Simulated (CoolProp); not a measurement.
Saturation properties of C2F6 (R116).

Model: reference Helmholtz-energy equation of state, Lemmon 2006, in CoolProp. It is a short technical equation, of lower accuracy than the large ones.

```
T (K)  p (MPa)  enthalpy of vaporisation (kJ/kg)  liquid cp (kJ/(kg K))    vapour Z
-----  -------  --------------------------------  ---------------------  ----------
227.4   0.4367                             101.0                  1.042      0.8739
231.3   0.5052                             98.69                  1.057      0.8603
235.1   0.5793                             96.35                  1.074      0.8461
239     0.6635                             93.84                  1.093      0.8305
242.8   0.7540                        (withheld)                  1.113      0.8142
246.6   0.8534                             88.55                  1.135  (withheld)
250.5   0.9651                             85.60                  1.161  (withheld)
254.3    1.084                             82.54             (withheld)      0.7578
258.1    1.214                             79.28             (withheld)      0.7364
```

Question: Some entries are withheld; supply them.

Answer: 
- 242.8, enthalpy of vaporisation (kJ/kg): 91.26
- 246.6, vapour Z: 0.7968
- 250.5, vapour Z: 0.7777
- 254.3, liquid cp (kJ/(kg K)): 1.189
- 258.1, liquid cp (kJ/(kg K)): 1.222

It boils at 195.1 K under 1 atm.
